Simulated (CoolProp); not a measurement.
Vapour-liquid equilibrium of R134a (1) + R1234ze(E) (2) at -33.85 °C; x and y are mole fractions of (1).

Computed with CoolProp (multi-fluid Helmholtz-energy mixture model, Tillner-Roth 1994 and Thol 2016; pair parameters Bell 2022).

```json
[
 {"x": "0.05", "bubble pressure (bar)": "0.5244", "y at the bubble point": "0.083", "dew pressure at overall composition x (bar)": "0.5168", "liquid density (mol/L)": "11.78"},
 {"x": "0.2", "bubble pressure (bar)": "0.5714", "y at the bubble point": "(withheld)", "dew pressure at overall composition x (bar)": "(withheld)", "liquid density (mol/L)": "12.05"},
 {"x": "0.35", "bubble pressure (bar)": "0.6078", "y at the bubble point": "0.438", "dew pressure at overall composition x (bar)": "(withheld)", "liquid density (mol/L)": "12.33"},
 {"x": "0.5", "bubble pressure (bar)": "0.6368", "y at the bubble point": "(withheld)", "dew pressure at overall composition x (bar)": "0.6214", "liquid density (mol/L)": "12.63"},
 {"x": "0.65", "bubble pressure (bar)": "0.6604", "y at the bubble point": "0.702", "dew pressure at overall composition x (bar)": "0.6513", "liquid density (mol/L)": "12.94"},
 {"x": "0.8", "bubble pressure (bar)": "(withheld)", "y at the bubble point": "0.828", "dew pressure at overall composition x (bar)": "0.6759", "liquid density (mol/L)": "13.26"},
 {"x": "0.95", "bubble pressure (bar)": "(withheld)", "y at the bubble point": "0.956", "dew pressure at overall composition x (bar)": "0.6950", "liquid density (mol/L)": "13.60"}
]
```

### Question
Fill in the missing entries.

### Answer

- 0.2, y at the bubble point: 0.282
- 0.2, dew pressure at overall composition x (bar): 0.5520
- 0.35, dew pressure at overall composition x (bar): 0.5876
- 0.5, y at the bubble point: 0.574
- 0.8, bubble pressure (bar): 0.6799
- 0.95, bubble pressure (bar): 0.6957

No azeotrope shows between x = 0.05 and 0.95.

Pair parameters are fitted to limited data, so mixtures are less certain than the pure fluids.
